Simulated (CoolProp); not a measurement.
Values from CoolProp's reference Helmholtz-energy equation of state, Zhou 2011.

Problem. For dimethyl carbonate, give the phase and the Z, cp (kJ/(kg K)), speed of sound (m/s), isothermal compressibility (1/MPa) at 326.85 °C and 17.5 bar.

Solution. 
- 326.85 °C and 17.5 bar: gas; Z 0.899, cp 1.93, speed of sound 220, isothermal compressibility 0.640
